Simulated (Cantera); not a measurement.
# Equilibrium for silicon carbide growth: CH3SiCl3 + C3H8 + H2

A closed system holds: 1 mol CH3SiCl3, 0.018 mol C3H8, 22 mol H2, at 2448.15 K and 1.00 bar.

These are equilibrium values from Cantera (NASA tables, ideal gas, pure condensed phases), not measurements of a reactor. Candidate condensed phases: C, C6H6, C7H8, C8H18, Si, SiC; 109 gas species. The feed counts by its element totals alone. The tables' values for SiCl, SiCl3 are old estimates; treat these amounts as uncertain. Gases not in the tables: Si2H6 and higher silanes. Rates play no part.

```yaml
x(H2): 0.862
x(HCl): 0.105
x(H): 0.0185
x(SiCl2): 0.00536
x(C2H2 (acetylene)): 0.00455
x(Cl): 0.00160
x(Si): 0.000865
x(SiCl): 0.000497
x(SiH): 0.000230
n(SiC(s)): 0.809 mol
gas_amount: 25.36 mol
log10 activity of C(graphite) (absent): -0.11
log10 activity of Si(l) (absent): -0.57
```
